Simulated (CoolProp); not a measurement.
Saturation properties of n-hexane.

Model: reference Helmholtz-energy equation of state, Thol 2019, in CoolProp.

```json
[
 {"T (°C)": "75.05", "p (kPa)": "123.1", "enthalpy of vaporisation (kJ/kg)": "330.3", "liquid cp (kJ/(kg K))": "2.503", "liquid viscosity (µPa s)": "190"},
 {"T (°C)": "82.55", "p (kPa)": "153.4", "enthalpy of vaporisation (kJ/kg)": "324.4", "liquid cp (kJ/(kg K))": "2.541", "liquid viscosity (µPa s)": "178"},
 {"T (°C)": "90.15", "p (kPa)": "189.8", "enthalpy of vaporisation (kJ/kg)": "318.2", "liquid cp (kJ/(kg K))": "2.581", "liquid viscosity (µPa s)": "167"},
 {"T (°C)": "97.65", "p (kPa)": "231.8", "enthalpy of vaporisation (kJ/kg)": "311.8", "liquid cp (kJ/(kg K))": "2.621", "liquid viscosity (µPa s)": "157"},
 {"T (°C)": "105.25", "p (kPa)": "281.3", "enthalpy of vaporisation (kJ/kg)": "305.2", "liquid cp (kJ/(kg K))": "2.664", "liquid viscosity (µPa s)": "148"},
 {"T (°C)": "112.85", "p (kPa)": "338.4", "enthalpy of vaporisation (kJ/kg)": "298.3", "liquid cp (kJ/(kg K))": "2.707", "liquid viscosity (µPa s)": "139"},
 {"T (°C)": "120.35", "p (kPa)": "403.1", "enthalpy of vaporisation (kJ/kg)": "291.2", "liquid cp (kJ/(kg K))": "2.752", "liquid viscosity (µPa s)": "131"},
 {"T (°C)": "127.95", "p (kPa)": "477.7", "enthalpy of vaporisation (kJ/kg)": "283.6", "liquid cp (kJ/(kg K))": "2.799", "liquid viscosity (µPa s)": "124"},
 {"T (°C)": "135.45", "p (kPa)": "561.0", "enthalpy of vaporisation (kJ/kg)": "275.9", "liquid cp (kJ/(kg K))": "2.849", "liquid viscosity (µPa s)": "116"},
 {"T (°C)": "143.05", "p (kPa)": "656.2", "enthalpy of vaporisation (kJ/kg)": "267.5", "liquid cp (kJ/(kg K))": "2.902", "liquid viscosity (µPa s)": "109"},
 {"T (°C)": "150.65", "p (kPa)": "762.9", "enthalpy of vaporisation (kJ/kg)": "258.8", "liquid cp (kJ/(kg K))": "2.959", "liquid viscosity (µPa s)": "103"},
 {"T (°C)": "158.15", "p (kPa)": "880.5", "enthalpy of vaporisation (kJ/kg)": "249.6", "liquid cp (kJ/(kg K))": "3.021", "liquid viscosity (µPa s)": "96.6"},
 {"T (°C)": "165.75", "p (kPa)": "1013", "enthalpy of vaporisation (kJ/kg)": "239.6", "liquid cp (kJ/(kg K))": "3.090", "liquid viscosity (µPa s)": "90.5"},
 {"T (°C)": "173.25", "p (kPa)": "1158", "enthalpy of vaporisation (kJ/kg)": "229.0", "liquid cp (kJ/(kg K))": "3.169", "liquid viscosity (µPa s)": "84.7"},
 {"T (°C)": "180.85", "p (kPa)": "1320", "enthalpy of vaporisation (kJ/kg)": "217.4", "liquid cp (kJ/(kg K))": "3.261", "liquid viscosity (µPa s)": "79.1"}
]
```

It boils at 68.7 °C under 1 atm.

Viscosity comes from a separate model (Michailidou 2013).
